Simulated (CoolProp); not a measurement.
A Linde-Hampson liquefier for normal hydrogen: isothermal reversible compression at 200 K from 1 atm to 25 MPa, throttling to 1 atm, return gas leaving the recuperator 5 K below the feed. Each further row changes one setting.

The numbers come from the reference Helmholtz-energy equation of state, Leachman 2009 in CoolProp.

```json
[
 {"case": "as stated", "compression work (kJ/kg of gas)": "4700"},
 {"case": "high pressure 50 MPa", "compression work (kJ/kg of gas)": "5450"},
 {"case": "warm-end temperature 230 K", "compression work (kJ/kg of gas)": "5390"},
 {"case": "warm-end gap 10 K", "compression work (kJ/kg of gas)": "4700"}
]
```
